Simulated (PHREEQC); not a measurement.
# Buffer: speciation

Dissolve 0.11 mol NH4Cl, 0.00033 mol NaF and 0.081 mol KCl per kg of water at 67 °C. Closed to the air; pH follows from the charge balance.

Computed with PHREEQC (ion-association model, phreeqc.dat).

```json
{
  "pH": "4.79",
  "ionic_strength": "0.191 mol/kgw",
  "activity_of_water": "0.993",
  "specific_conductance": "47300 µS/cm",
  "density": "0.985 g/cm³"
}
```

```tsv
species	molality	activity	log γ
Cl-	0.191	0.134	-0.155
NH4+	0.110	0.0731	-0.177
K+	0.0810	0.0564	-0.157
Na+	0.000330	0.000241	-0.136
F-	0.000318	0.000220	-0.160
NH3	3.24e-5	3.39e-5	0.019
```

This is a speciation only: nothing precipitates in the calculation. Constants without temperature data keep their 25 °C values here.
